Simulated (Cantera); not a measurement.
What does this Cantera script print?

```python
import numpy as np
import cantera as ct

gas_names = """
    AL ALH ALI ALI3 ALN ALO ALOH ALO2 ALO2H AL2 AL2I6 AL2O AL2O2 H HALO HI HNO HNO2 HNO3 HO2 H2 H2O H2O2
    I I2 N NH NH2 NH3 NH2OH NO NO2 NO3 N2 N2H2 N2H4 N2O O OH O2 O3
""".split()
cond_names = """
    AL(cr) AL(L) ALI3(s) ALI3(L) ALN(s) AL2O3(a) AL2O3(L) H2O(s) H2O(L) I2(cr) I2(L)
""".split()


# ... load() reads the species with a 1 bar reference pressure and builds the phases ...
atoms = {
    'AlI3': {'AL': 1, 'I': 3},
    'NH3': {'N': 1, 'H': 3},
    'H2': {'H': 2},
    'H2O': {'H': 2, 'O': 1},
}
top_T = {'ALN(s)': 2750}  # K; cautious upper limits of use, not melting points


# ... equilibrate(T, P, feed) seeds the gas with the atoms and calls Mixture.equilibrate('TP', solver="vcs", rtol=1e-11, max_steps=5000) ...
results = []
feed = {'AlI3': 1, 'NH3': 0.3, 'H2': 300, 'H2O': 18}  # mol
P = 940  # Pa
for T in [1098, 1198, 1298, 1398, 1498, 1598, 1698, 1798, 1898]:
    mix = equilibrate(T, P, feed)
    results.append((T, P, feed, dict(zip(mix.species_names, mix.species_moles))))

top = {s: max(r[3][s] / sum(r[3][g] for g in gas_names) for r in results) for s in gas_names}
cols = sorted((s for s in top if top[s] > 0.001), key=lambda s: -top[s])[:6]
seen = [c for c in cond_names if any(r[3].get(c, 0) > 1e-12 for r in results)]
print("log10 of partial pressures in bar; condensed amounts in mol")
print(f"{'T/K':>10s}" + "".join(f"{s[:9]:>10s}" for s in cols + seen))
for T, P, feed, n in results:
    ng = sum(n[g] for g in gas_names)
    print(f"{T:10.4g}" + "".join(f"{np.log10(max(n[s] / ng * P / 1e5, 1e-99)):10.3f}" for s in cols)
          + "".join(f"{n.get(c, 0):10.4g}" for c in seen))
```

Output:

```
log10 of partial pressures in bar; condensed amounts in mol
       T/K        H2       H2O         I         H        HI  AL2O3(a)
      1098    -2.054    -3.315    -4.728    -8.634    -4.159       0.5
      1198    -2.054    -3.315    -4.490    -7.748    -4.255       0.5
      1298    -2.054    -3.316    -4.334    -6.997    -4.382       0.5
      1398    -2.054    -3.316    -4.236    -6.352    -4.527       0.5
      1498    -2.054    -3.316    -4.175    -5.792    -4.678       0.5
      1598    -2.055    -3.316    -4.138    -5.301    -4.826       0.5
      1698    -2.055    -3.317    -4.114    -4.867    -4.966       0.5
      1798    -2.056    -3.317    -4.099    -4.481    -5.097       0.5
      1898    -2.058    -3.319    -4.090    -4.136    -5.219    0.4999
```

Method: chemical equilibrium by Gibbs-energy minimisation in Cantera with the NASA 1993 tables (ideal gas, pure condensed phases).
